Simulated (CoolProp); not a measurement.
Saturation properties of cis-2-butene.

Model: reference Helmholtz-energy equation of state, Lemmon 2005, in CoolProp. It is a short technical equation, of lower accuracy than the large ones.

| T (K) | p (MPa) | liquid density (kg/m³) | vapour density (kg/m³) | enthalpy of vaporisation (kJ/kg) | liquid cp (kJ/(kg K)) |
|---|---|---|---|---|---|
| 285.8 | 0.1407 | 629.9 | 3.501 | 405.4 | 2.193 |
| 298.5 | 0.2161 | 615.0 | 5.241 | 392.2 | 2.247 |
| 311.3 | 0.3199 | 599.4 | 7.607 | 378.1 | 2.308 |
| 324 | 0.4565 | 583.3 | 10.71 | 363.1 | 2.377 |
| 336.8 | 0.6342 | 566.1 | 14.78 | 346.8 | 2.457 |
| 349.6 | 0.8587 | 547.9 | 20.02 | 328.9 | 2.551 |
| 362.3 | 1.135 | 528.3 | 26.71 | 309.2 | 2.662 |
| 375.1 | 1.474 | 506.8 | 35.42 | 286.9 | 2.804 |
| 387.8 | 1.880 | 482.9 | 46.75 | 261.5 | 2.994 |
| 400.6 | 2.368 | 455.1 | 62.18 | 231.0 | 3.287 |

It boils at 276.9 K under 1 atm.
